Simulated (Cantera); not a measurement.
A perfectly stirred reactor is fed with 60.6 % CH₄, 28.5 % CO₂, 10.9 % H₂, at 9.87 atm; it is held at 1873 K, and followed from long to short residence time.

Cantera simulation using GRI-Mech 3.0 (53 species, 325 reactions); the numbers are that mechanism's predictions, not measurements. GRI-Mech 3.0 stops at C3 and has no aromatics, soot or wall deposition, so with more carbon than oxygen in the feed, carbon stays in small species such as C2H2 where larger ones or solid carbon would form.

Problem. Predict: x(CH₄) at τ = 0.380 s; x(CO₂) at τ = 0.380 s; x(H₂) at τ = 0.380 s; x(CH₂O) at τ = 0.380 s; x(C₂H₆) at τ = 0.380 s; x(CH₄) at τ = 7.80 ms; x(CO₂) at τ = 7.80 ms; x(H₂) at τ = 7.80 ms; x(CH₂O) at τ = 7.80 ms; x(C₂H₆) at τ = 7.80 ms.

Solution. 
```json
{
  "x(CH₄) at τ = 0.380 s": "0.0411",
  "x(CO₂) at τ = 0.380 s": "0.00223",
  "x(H₂) at τ = 0.380 s": "0.562",
  "x(CH₂O) at τ = 0.380 s": "7.94e-7",
  "x(C₂H₆) at τ = 0.380 s": "3.13e-5",
  "x(CH₄) at τ = 7.80 ms": "0.0841",
  "x(CO₂) at τ = 7.80 ms": "0.0284",
  "x(H₂) at τ = 7.80 ms": "0.438",
  "x(CH₂O) at τ = 7.80 ms": "2.67e-6",
  "x(C₂H₆) at τ = 7.80 ms": "0.000113"
}
```
